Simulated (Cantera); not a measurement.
A closed system holds: 1 mol Si3N4, 0.6 mol H2O, 790 mol H2, held at 1548 K and 0.570 Pa.

Equilibrium computed with Cantera from the NASA thermochemical tables; the gas is ideal and each condensed phase is pure. Candidate condensed phases: H2O, Si, SiO2, Si2N2O, Si3N4; 35 gas species. Rates play no part.

Base state: H2 0.981, H 0.0128, Si 0.00297, N2 0.00250, SiO 0.000749, SiH 1.86e-5 (mole fractions); condensed: gas only.

**Question.** What changes in the equilibrium state with this change: pressure from 0.570 Pa to 13.0 Pa?

**Answer.** 
```csv
species,before,after
H2,0.981,0.994
H,0.0128,0.00269
N2,0.00250,0.00252
Si,0.00297,0.000244
SiO,0.000749,0.000755
SiH,1.86e-5,7.36e-6
"Si(s), mol",0,2.20
```
